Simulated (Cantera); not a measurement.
Aluminium nitride and oxide growth: Al(CH₃)₃ + N₂O + N₂

Charge: 1 mol Al(CH₃)₃, 4.5 mol N₂O, a varied amount of N₂, held at 1402 °C and 0.110 bar.

These are equilibrium values from Cantera (NASA tables, ideal gas, pure condensed phases), not measurements of a reactor. Candidate condensed phases: Al, AlN, Al₂O₃, C, C₆H₆, C₇H₈, C₈H₁₈, H₂O; 148 gas species. The feed counts by its element totals alone. Rates play no part.

```
n(N₂) (mol)   x N₂     x H₂     x CO      x H  n Al₂O₃(s)
-----------  -----  -------  -------  -------  ----------
52           0.883   0.0702   0.0469  9.28e-5       0.500
120          0.943   0.0340   0.0227  6.46e-5       0.500
190          0.963   0.0222   0.0148  5.22e-5       0.500
250          0.971   0.0171   0.0114  4.58e-5       0.500
320          0.977   0.0135  0.00903  4.07e-5       0.500
390          0.981   0.0112  0.00746  3.70e-5       0.500
450          0.984  0.00972  0.00649  3.45e-5       0.500
```
x: gas mole fraction; n: condensed amount in mol.

From 52 mol N₂ to 450 mol N₂ the condensed part is Al₂O₃(s). The main Al-bearing gas is Al throughout.
